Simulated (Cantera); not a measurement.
Feed: 1 mol Fe, 0.045 mol Cl₂, 0.034 mol H₂, held at 75.0 Torr.

Method: chemical equilibrium by Gibbs-energy minimisation in Cantera with the NASA 1993 tables (ideal gas, pure condensed phases). Candidate condensed phases: Fe, FeCl₂, FeCl₃; 11 gas species. The numbers say what is thermodynamically allowed, not how fast it happens.

Question: At 700 K, list the 3 most abundant gas species with their mole fractions, and the condensed phases.

Answer: H₂ 0.972, HCl 0.0280, FeCl₂ 1.55e-5. Condensed: Fe(α) + FeCl₂(s).
